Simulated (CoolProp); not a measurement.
A Linde-Hampson liquefier for dry air: isothermal reversible compression at 300 K from 1 atm to 5 MPa, throttling to 1 atm, return gas leaving the recuperator 2 K below the feed. Each further row changes one setting.

Values from CoolProp's reference Helmholtz-energy equation of state, Lemmon 2000. It is a pseudo-pure fit of the blend.

```csv
case,liquid yield per pass,compression work (kJ/kg of gas)
as stated,___,335
high pressure 10 MPa,___,394
warm-end temperature 330 K,___,___
warm-end gap 7 K,0.008,335
```

Question: What belongs in the gaps?

Answer: 
- as stated, liquid yield per pass: 0.020
- high pressure 10 MPa, liquid yield per pass: 0.043
- warm-end temperature 330 K, liquid yield per pass: 0.014
- warm-end temperature 330 K, compression work (kJ/kg of gas): 369
